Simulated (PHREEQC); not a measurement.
Solution (25 °C): 0.027 mol/kgw H2SO4 and 3.6e-05 mol/kgw NiSO4. Closed to the air; pH follows from the charge balance.

Equilibrium calculation in PHREEQC: ion-association model, wateq4f.dat.

This is a speciation only: nothing precipitates in the calculation.

What pH, ionic strength does the model give?

pH 1.50; ionic strength 0.0467 mol/kgw.

In which forms is Ni present?

Ni+2 71 %, NiSO4 29 % of the Ni.

Complexes and solids missing from the database can't appear.
